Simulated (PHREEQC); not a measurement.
PHREEQC input (ion-association model, phreeqc.dat):

```
SOLUTION_MASTER_SPECIES
  Amm  AmmH+  0  AmmH  17.031  # ammonia with no redox link, constants of NH4+
SOLUTION_SPECIES
  AmmH+ = AmmH+
    -log_k 0
    -gamma 2.5 0
    -dw 1.98e-9
  AmmH+ = Amm + H+
    -log_k -9.252
    -delta_h 12.48 kcal
    -analytic 0.6322 -0.001225 -2835.76
    -dw 2.28e-9
  AmmH+ + SO4-2 = AmmHSO4-
    -log_k 1.11
PHASES
  Amm(g)
    Amm = Amm
    -log_k 1.7966
    -analytic -18.758 3.3670e-4 2.5113e3 4.8619 39.192
    -T_c 405.6
    -P_c 111.3
    -Omega 0.25
EXCHANGE_SPECIES
  AmmH+ + X- = AmmHX
    -log_k 0.6
    -gamma 2.5 0
    -delta_h -2.4
SOLUTION 1
  temp 25
  units mmol/kgw
  pH 7 charge
  K 1.3
SOLUTION 2
  temp 25
  units mmol/kgw
  pH 7 charge
  F 3.28
  Amm 0.04
  Cl 8.3
END
SELECTED_OUTPUT 1
  -reset false
  -pH true
  -pe true
  -ionic_strength true
  -water true
  -totals Amm Cl F K
  -molalities H+ K+ Cl- F- OH- O2 HF HF2- AmmH+ Amm
  -equilibrium_phases Sylvite
PRINT
  -reset false
MIX 1
  1 1
  2 0
EQUILIBRIUM_PHASES 1
  Sylvite 0 0
  O2(g) -0.68 10
END
# ... the last block is repeated for the other 20 points of share of solution B
```

Selected output (columns that matter, 19 of 21 rows; share of solution B added in front):

```
share of solution B	pH	mu	Amm	Cl	F	K	m_H+	m_K+	m_Cl-	m_F-	m_OH-	m_HF
0	11.091	0.0013	0	0	0	0.0013	8.4248e-12	0.0013	0	0	0.0013	0
0.05	10.794	0.001235	2e-06	0.000415	0.000164	0.001235	1.6663e-11	0.001235	0.000415	0.000164	0.00065605	3.7933e-12
0.1	9.1331	0.0011723	3.9999e-06	0.00082998	0.00032799	0.00117	7.6337e-10	0.00117	0.00082998	0.00032799	1.4294e-05	3.4821e-10
0.15	3.3742	0.0015513	5.9999e-06	0.001245	0.00049199	0.001105	0.00044031	0.001105	0.001245	0.00030609	2.5042e-11	0.00018546
0.2	3.063	0.0019536	7.9999e-06	0.00166	0.00065599	0.00104	0.00090564	0.00104	0.00166	0.00029325	1.2293e-11	0.00036193
0.3	2.7558	0.002773	1.2e-05	0.00249	0.00098398	0.00090999	0.001851	0.00090999	0.00249	0.00028226	6.1145e-12	0.00070021
0.35	2.6579	0.0031857	1.4e-05	0.002905	0.001148	0.00084499	0.0023267	0.00084499	0.002905	0.00027984	4.8995e-12	0.00086628
0.4	2.5783	0.0035995	1.6e-05	0.00332	0.001312	0.00077999	0.0028035	0.00077999	0.00332	0.00027841	4.0936e-12	0.0010314
0.45	2.5112	0.0040138	1.8e-05	0.003735	0.001476	0.00071499	0.0032808	0.00071499	0.003735	0.00027759	3.5199e-12	0.0011958
0.5	2.4533	0.0044286	2e-05	0.00415	0.00164	0.00064999	0.0037586	0.00064999	0.00415	0.0002772	3.0905e-12	0.0013599
0.55	2.4024	0.0048437	2.2e-05	0.004565	0.001804	0.00058499	0.0042367	0.00058499	0.004565	0.0002771	2.757e-12	0.0015236
0.6	2.357	0.005259	2.4e-05	0.00498	0.001968	0.00052	0.004715	0.00052	0.00498	0.0002772	2.4904e-12	0.0016872
0.65	2.316	0.0056744	2.6e-05	0.005395	0.002132	0.000455	0.0051934	0.000455	0.005395	0.00027745	2.2724e-12	0.0018506
0.7	2.2786	0.0060899	2.8e-05	0.00581	0.002296	0.00039	0.0056719	0.00039	0.00581	0.00027782	2.0906e-12	0.0020139
0.8	2.2126	0.0069213	3.2e-05	0.00664	0.002624	0.00026	0.0066292	0.00026	0.00664	0.00027877	1.8049e-12	0.0023402
0.85	2.1831	0.007337	3.4e-05	0.007055	0.002788	0.000195	0.007108	0.000195	0.007055	0.00027933	1.6905e-12	0.0025033
0.9	2.1556	0.0077528	3.6e-05	0.00747	0.002952	0.00013	0.0075868	0.00013	0.00747	0.00027992	1.5903e-12	0.0026663
0.95	2.1297	0.0081686	3.8e-05	0.007885	0.003116	6.5e-05	0.0080656	6.5e-05	0.007885	0.00028054	1.5018e-12	0.0028294
1	2.1054	0.0085844	4e-05	0.0083	0.00328	0	0.0085444	0	0.0083	0.00028118	1.423e-12	0.0029924
```
